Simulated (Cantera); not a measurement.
# Ammonia decomposition in nitride growth gas

A perfectly stirred reactor is fed with 24.4 % NH₃, 75.6 % H₂, at 0.0109 atm; it is held at 2148 K, and followed from long to short residence time.

Cantera simulation using the gas-phase N/H chemistry of the illustrative SiF4/NH3 mechanism in the Surface Chemkin manual (1991); the numbers are that mechanism's predictions, not measurements. Walls and surfaces, which speed up NH3 decomposition in real reactors, are not modelled.

```csv
τ (s),x NH₃,x H₂,x N₂,x N₂H₄,x N,x H,x NH₂
7.7,0.0124,0.891,0.0928,3.95e-11,4.56e-6,0.00363,0.000154
2.8,0.0366,0.878,0.0831,1.56e-10,4.04e-6,0.00241,0.000306
1.0,0.0813,0.851,0.0650,4.58e-10,4.01e-6,0.00180,0.000523
0.36,0.141,0.816,0.0410,9.70e-10,3.98e-6,0.00145,0.000761
0.13,0.193,0.785,0.0199,1.46e-9,3.83e-6,0.00125,0.000935
0.048,0.223,0.767,0.00771,1.66e-9,3.44e-6,0.00112,0.000997
0.017,0.237,0.758,0.00210,1.44e-9,2.47e-6,0.000973,0.000927
0.0062,0.242,0.756,0.000285,7.19e-10,8.61e-7,0.000671,0.000655
0.0023,0.244,0.756,1.23e-5,1.43e-10,7.85e-8,0.000297,0.000292
0.00082,0.244,0.756,3.58e-7,1.88e-11,3.74e-9,0.000108,0.000106
```
x: mole fraction; the columns are a selection and need not sum to one.
